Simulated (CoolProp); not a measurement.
Vapour-liquid equilibrium of benzene (1) + ethylbenzene (2) at 988 kPa; x and y are mole fractions of (1).

The numbers come from the multi-fluid Helmholtz-energy mixture model, Thol 2012 and Zhou 2012; pair parameters Bell 2016 in CoolProp.

```tsv
x	bubble temperature, mixture model (K)	bubble temperature, Raoult's law (K)	y, mixture model	y, Raoult's law
0.05	___	515.0	0.098	0.135
0.125	510.2	506.8	___	0.302
0.2	504.0	499.6	0.354	0.436
0.275	498.0	493.0	0.463	0.544
0.35	492.2	487.0	0.559	0.632
0.425	486.5	481.5	0.643	0.706
0.5	481.1	476.5	___	0.767
0.575	___	471.8	0.780	0.819
0.65	470.9	467.5	0.835	0.863
0.725	466.1	463.5	0.882	0.901
0.8	461.6	459.8	0.922	0.933
0.875	___	456.3	0.955	0.961
0.95	453.4	453.0	0.984	0.985
```

### Question
Some entries are withheld; supply them.

### Answer

- 0.05, bubble temperature, mixture model (K): 516.6
- 0.125, y, mixture model: 0.233
- 0.5, y, mixture model: 0.716
- 0.575, bubble temperature, mixture model (K): 475.8
- 0.875, bubble temperature, mixture model (K): 457.4

The largest gap from Raoult's law is +5.2 K in bubble temperature, at x = 0.35. No azeotrope shows between x = 0.05 and 0.95.

The pair parameters rest on a limited set of measurements; away from them the model extrapolates.
